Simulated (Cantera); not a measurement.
Charge: 1 mol (CH₃)₂SiCl₂, 0.017 mol C₂H₄, 990 mol H₂, equilibrated at 30.0 mbar.

Equilibrium computed with Cantera from the NASA thermochemical tables; the gas is ideal and each condensed phase is pure. Candidate condensed phases: C, C₆H₆, C₇H₈, C₈H₁₈, Si, SiC; 109 gas species. The feed counts by its element totals alone. The numbers say what is thermodynamically allowed, not how fast it happens.

x: gas mole fraction; n: condensed amount in mol.

```csv
T (K),x H₂,x H,x HCl,x C₂H₂ (acetylene),n C(graphite),n SiC(s)
1350,0.998,1.37e-5,0.00201,1.24e-6,0.860,1.000
1425,0.998,3.93e-5,0.00201,3.52e-6,0.915,1.000
1500,0.998,0.000102,0.00201,9.00e-6,0.940,1.000
1575,0.998,0.000240,0.00201,2.10e-5,0.938,1.000
1650,0.997,0.000524,0.00201,4.55e-5,0.904,1.000
1725,0.997,0.00107,0.00201,9.18e-5,[?],0.999
1800,0.996,0.00206,0.00201,0.000175,[?],0.996
1875,0.994,0.00377,0.00200,0.000315,[?],0.986
1950,0.991,0.00659,0.00199,0.000532,0,0.952
2025,0.986,0.0110,0.00198,0.000595,0,0.817
```

Problem. What belongs in the gaps?

Solution. 
- 1725, n C(graphite): 0.822
- 1800, n C(graphite): 0.667
- 1875, n C(graphite): 0.401
